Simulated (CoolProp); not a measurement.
Dimethyl carbonate at several states: Z from the reference equation and from simpler models built on Tc = 557.0 K, pc = 4.909 MPa, ω = 0.346; each cubic takes its own stable root.

Model: reference Helmholtz-energy equation of state, Zhou 2011, in CoolProp.

| T (K) | p (MPa) | phase | reference |
|---|---|---|---|
| 570.2 | 7.23 | supercritical | 0.2616 |
| 368.4 | 17.9 | liquid | 0.5307 |
| 438.7 | 0.513 | gas | 0.9165 |
| 492.4 | 2.08 | liquid | 0.06071 |
| 434.3 | 0.565 | gas | 0.9037 |
| 290.7 | 0.15 | liquid | 0.005209 |

Task: How far does each simpler model (Redlich-Kwong, Soave-Redlich-Kwong) lie from the reference over these 6 states: mean and median of the absolute difference, and the worst?

Result: 
- Redlich-Kwong: mean 196.7 %, median 15.9 %, worst +1128.6 % at 492.4 K and 2.08 MPa
- Soave-Redlich-Kwong: mean 10.8 %, median 12.1 %, worst +21.9 % at 570.2 K and 7.23 MPa

At some of these states Redlich-Kwong gives the other phase, because its saturation line lies elsewhere.
